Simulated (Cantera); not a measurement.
## Ignition delay

Mixture: CH₄ : H₂ : O₂ : N₂ = 1 : 0.56 : 3.26 : 12.2 (molar parts), at 9.87 atm, adiabatic and at constant pressure. Ignition delay is the time to a rise of 400 K.

Model: GRI-Mech 3.0 (53 species, 325 reactions), integrated in Cantera.

```tsv
T0 (K)	delay (ms)
1025	8.54
1075	2.81
1125	1.06
1175	0.477
1225	0.258
1275	0.158
1325	0.104
1375	0.0719
```

* **apparent activation energy between 1275 and 1375 K**: 110 kJ/mol
